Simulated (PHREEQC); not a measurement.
Make-up at 25 °C: 0.071 mol HBr and 0.00046 mol FeCl3 per kg of water. Closed to the air; pH follows from the charge balance.

Model: ion-association model, wateq4f.dat, run in PHREEQC.

Each row changes one thing in this solution. Precipitation was switched off in this run.

```tsv
case	pH	Fe+3 (mol/kgw)	FeOH+2 (mol/kgw)	FeCl+2 (mol/kgw)	Fe2(OH)2+4 (mol/kgw)	Fe(OH)2+ (mol/kgw)	SI of Goethite (FeOOH)	SI of Hematite (Fe2O3)
as made	1.23	0.000430	2.29e-5	6.89e-6	8.81e-8	6.52e-8	+0.62	+3.24
temperature from 25 to 20 °C	1.23	0.000436	1.73e-5	6.00e-6	6.10e-8	4.08e-8	+0.45	+2.88
temperature from 25 to 60 °C	1.23	0.000335	0.000109	1.36e-5	6.31e-7	9.88e-7	+1.59	+5.34
temperature from 25 to 35 °C	1.23	0.000412	3.85e-5	8.84e-6	1.73e-7	1.57e-7	+0.93	+3.92
HBr replaced by LiBr at the same molality	3.35	3.93e-5	0.000281	6.34e-7	1.32e-5	0.000107	+5.96	+13.93
0.015 mol/kgw H3BO3 added	1.23	0.000430	2.29e-5	6.89e-6	8.80e-8	6.52e-8	+0.62	+3.24
```

Some of these states are supersaturated (in Hematite (slow to form), Goethite (slow to form), Fe(OH)3(a), for instance). At this temperature some constants are extrapolated from 25 °C, and those without enthalpy data are left unchanged.
